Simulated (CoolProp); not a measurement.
Vapour pressure (kPa) of the fluoroketone C6F12O (FK-5-1-12): the reference equation beside estimates from Tc = 441.8 K, pc = 1869 kPa, ω = 0.471. Clausius-Clapeyron is anchored at 243.5 K with a constant enthalpy of vaporisation of 34.59 kJ/mol.

Model: reference Helmholtz-energy equation of state, McLinden 2015, in CoolProp.

| T (K) | reference | Lee-Kesler | Clausius-Clapeyron | van der Waals | Redlich-Kwong | Soave-Redlich-Kwong | Peng-Robinson |
|---|---|---|---|---|---|---|---|
| 235 | 1.095 | 1.126 | 1.105 | 78.05 | 9.562 | 1.142 | 1.254 |
| 237.8 | 1.355 | 1.387 | 1.361 | 84.17 | 11.09 | 1.406 | 1.535 |
| 240.6 | 1.666 | 1.699 | 1.668 | 90.62 | 12.80 | 1.721 | 1.869 |
| 243.5 | 2.049 | 2.084 | 2.049 | 97.65 | 14.78 | 2.109 | 2.279 |
| 246.3 | 2.489 | 2.524 | 2.489 | 104.8 | 16.93 | 2.552 | 2.745 |
| 249.1 | 3.006 | 3.042 | 3.009 | 112.3 | 19.30 | 3.072 | 3.289 |
| 252 | 3.635 | 3.670 | 3.647 | 120.5 | 22.03 | 3.704 | 3.947 |
| 254.8 | 4.344 | 4.378 | 4.372 | 128.7 | 24.94 | 4.414 | 4.685 |
| 257.7 | 5.197 | 5.229 | 5.254 | 137.7 | 28.26 | 5.269 | 5.568 |
| 260.5 | 6.150 | 6.180 | 6.250 | 146.7 | 31.79 | 6.221 | 6.549 |
| 263.3 | 7.245 | 7.271 | 7.407 | 156.1 | 35.64 | 7.315 | 7.672 |
| 266.2 | 8.545 | 8.567 | 8.798 | 166.3 | 39.99 | 8.612 | 9.000 |
| 269 | 9.978 | 9.996 | 10.35 | 176.6 | 44.57 | 10.04 | 10.46 |

Absolute difference from the reference over all 13 rows, mean and median: Lee-Kesler 1.2 and 1.0 %, Clausius-Clapeyron 1.1 and 0.6 %, van der Waals 3644.2 and 3215.0 %, Redlich-Kwong 527.0 and 506.1 %, Soave-Redlich-Kwong 2.1 and 1.9 %, Peng-Robinson 9.0 and 8.6 %.
